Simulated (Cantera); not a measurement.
Charge: 1 mol Si2H6, 6 mol NO, 23 mol H2, 2.7 mol CO2, held at 952 °C and 17.0 Pa.

Cantera equilibrium calculation (NASA polynomials, part measured and part estimated; ideal gas, pure solids and liquids). Candidate condensed phases: C, C6H6, C7H8, C8H18, H2O, Si, SiC, SiO2, Si2N2O, Si3N4; 151 gas species. The feed counts by its element totals alone. The tables hold silica as quartz up to 1696 K and as liquid above; real silica turns to tridymite and cristobalite and melts near 1996 K. Equilibrium is a limit: real reactors are often held back by kinetics, nucleation or transport.

Base state: H2 0.682, H2O 0.138, N2 0.0946, CO 0.0749, CO2 0.0103, H 1.97e-5 (mole fractions); condensed: SiO2(β-quartz).

Question: What changes in the equilibrium state with this change: NO from 6 to 0.21 mol?

Answer: 
```json
[
 {"species": "H2", "before": "0.682", "after": "0.913"},
 {"species": "CO", "before": "0.0749", "after": "0.0858"},
 {"species": "SiO", "before": "2.77e-9", "after": "0.000538"},
 {"species": "H2O", "before": "0.138", "after": "9.52e-7"},
 {"species": "N2", "before": "0.0946", "after": "0.000128"},
 {"species": "CO2", "before": "0.0103", "after": "6.09e-8"},
 {"species": "H", "before": "1.97e-5", "after": "2.28e-5"},
 {"species": "SiO2(β-quartz), mol", "before": "2.00", "after": "1.53"},
 {"species": "SiC(s), mol", "before": "0", "after": "0.257"},
 {"species": "Si2N2O(s), mol", "before": "0", "after": "0.101"}
]
```
Mutual solubility and eutectic melting of coexisting phases are not modelled.
